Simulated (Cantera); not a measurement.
Feed: 1 mol SiF4, a varied amount of NH3, equilibrated at 1350 K and 1000 Pa.

Equilibrium computed with Cantera from the NASA thermochemical tables; the gas is ideal and each condensed phase is pure. Candidate condensed phases: Si, Si3N4; 37 gas species. Kinetics and transport are ignored.

Problem. Which condensed phases are stable at each of these points (n(NH3) (mol)): 2.4, 4.1, 5.8, 7.5, 9.2, 11, 13, 14, 16?

Solution. 
```json
[
 {"n(NH3) (mol)": "2.4", "condensed phases": "gas only", "Si condensed (%)": "0.0"},
 {"n(NH3) (mol)": "4.1", "condensed phases": "gas only", "Si condensed (%)": "0.0"},
 {"n(NH3) (mol)": "5.8", "condensed phases": "gas only", "Si condensed (%)": "0.0"},
 {"n(NH3) (mol)": "7.5", "condensed phases": "Si3N4(s)", "Si condensed (%)": "0.1"},
 {"n(NH3) (mol)": "9.2", "condensed phases": "Si3N4(s)", "Si condensed (%)": "0.4"},
 {"n(NH3) (mol)": "11", "condensed phases": "Si3N4(s)", "Si condensed (%)": "0.6"},
 {"n(NH3) (mol)": "13", "condensed phases": "Si3N4(s)", "Si condensed (%)": "0.9"},
 {"n(NH3) (mol)": "14", "condensed phases": "Si3N4(s)", "Si condensed (%)": "1.0"},
 {"n(NH3) (mol)": "16", "condensed phases": "Si3N4(s)", "Si condensed (%)": "1.3"}
]
```

From 2.4 mol NH3 to 5.8 mol NH3 nothing is condensed. From 7.5 mol NH3 to 16 mol NH3 the condensed part is Si3N4(s).
